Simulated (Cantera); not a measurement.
Charge: 1 mol CuO, 12 mol F2, 86 mol N2, equilibrated at 1150 °C and 1.33 mbar.

Cantera equilibrium calculation (NASA polynomials, part measured and part estimated; ideal gas, pure solids and liquids). Candidate condensed phases: Cu, CuF2, CuO, Cu2O; 22 gas species. Rates play no part.

Problem. What is the equilibrium state?

Solution. 
```json
{
 "x(N2)": "0.785",
 "x(F)": "0.201",
 "x(CuF2)": "0.00909",
 "x(O2)": "0.00450",
 "x(NO)": "0.000120",
 "x(CuF)": "4.34e-5",
 "x(F2)": "1.49e-5",
 "x(O)": "2.48e-6",
 "gas_amount": "109.5 mol",
 "log10 activity of CuF2(l) (absent)": "-3.24",
 "log10 activity of Cu(l) (absent)": "-8.31"
}
```
